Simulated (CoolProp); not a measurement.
Saturated liquid density (kg/m³) of isobutane: the reference equation beside estimates from Tc = 134.7 °C, pc = 3.629 MPa, ω = 0.184.

Values from CoolProp's reference Helmholtz-energy equation of state, Bücker 2006.

```
T (°C)  reference  van der Waals  Redlich-Kwong  Soave-Redlich-Kwong
------  ---------  -------------  -------------  -------------------
17.15       560.3          351.4          508.2                522.3
25.35       550.2          344.9          496.6                511.2
33.45       539.9          338.2          484.6                499.6
41.65       529.0          331.1          471.9                487.1
49.85       517.6          323.7          458.5                473.9
58.05       505.6          315.8          444.4                459.9
66.25       493.0          307.5          429.5                444.8
74.45       479.6          298.7          413.6                428.7
```

Absolute difference from the reference over all 8 rows, mean and median: van der Waals 37.5 and 37.4 %, Redlich-Kwong 11.3 and 11.1 %, Soave-Redlich-Kwong 8.4 and 8.2 %.
